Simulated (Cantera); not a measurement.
## Carbon deposition, reforming and gasification: C3H6 + CO2

Charge: 1 mol C3H6, 0.77 mol CO2, held at 2450 °C and 0.0975 Torr.

These are equilibrium values from Cantera (NASA tables, ideal gas, pure condensed phases), not measurements of a reactor. Candidate condensed phases: C, C6H6, C7H8, C8H18, H2O; 110 gas species. The numbers say what is thermodynamically allowed, not how fast it happens.

| Quantity | Result |
|---|---|
| x(H) | 0.691 |
| x(CO) | 0.186 |
| x(C3) | 0.0757 |
| x(C) | 0.0200 |
| x(H2) | 0.0162 |
| x(C2) | 0.00777 |
| x(C2H) | 0.00172 |
| x(C5) | 0.000484 |
| x(C2H2 (acetylene)) | 0.000364 |
| gas amount | 8.264 mol |
| log10 activity of C(graphite) (absent) | -0.03 |
